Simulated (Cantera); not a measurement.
Feed: 1 mol CuO, 1.3 mol F2, held at 10000 Pa.

These are equilibrium values from Cantera (NASA tables, ideal gas, pure condensed phases), not measurements of a reactor. Candidate condensed phases: Cu, CuF2, CuO, Cu2O; 13 gas species. Rates play no part. All values below are at 1000 K.

Base state: O2 0.575, F2 0.265, F 0.160, CuF2 0.000120, FO2 7.28e-5 (mole fractions); condensed: CuF2(s).

Problem. What changes in the equilibrium state with this change: pressure from 10000 Pa to 100000 Pa?

Solution. 
```csv
species,before,after
O2,0.575,0.607
F2,0.265,0.336
F,0.160,0.0569
CuF2,0.000120,1.20e-5
F2O,3.13e-6,1.29e-5
FO2,7.28e-5,0.000274
"CuF2(s), mol",1.000,1.000
```
